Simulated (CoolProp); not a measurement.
A simple Rankine cycle with propyne: condensing at 326.15 K, boiler at 3.64 MPa, turbine inlet 417.7 K, turbine efficiency 0.85, pump efficiency 0.6, no recuperator. Each further row changes one setting.

Computed with CoolProp (reference Helmholtz-energy equation of state, Polt 1992). This equation is an older, rougher fit; its heat capacities, sound speeds and derivatives of the liquid may be far off and weren't checked against measurements.

```csv
case,thermal efficiency (%),net work (kJ/kg),heat in (kJ/kg),turbine exit temperature (K),volume ratio over the turbine
as stated,9.9,54.3,547,(withheld),2.95
turbine inlet 437.7 K,(withheld),(withheld),595,383.2,(withheld)
condensing temperature 318.15 K,11.4,64.7,568,(withheld),3.57
boiler pressure 2.55 MPa,7.2,41.3,575,(withheld),2.04
turbine efficiency 0.75,8.6,47.1,547,365.3,3.00
```

**Question.** What belongs in the gaps?

**Answer.** 
- as stated, turbine exit temperature (K): 361.6
- turbine inlet 437.7 K, thermal efficiency (%): 10.1
- turbine inlet 437.7 K, net work (kJ/kg): 60.1
- turbine inlet 437.7 K, volume ratio over the turbine: 2.91
- condensing temperature 318.15 K, turbine exit temperature (K): 352.7
- boiler pressure 2.55 MPa, turbine exit temperature (K): 382.1
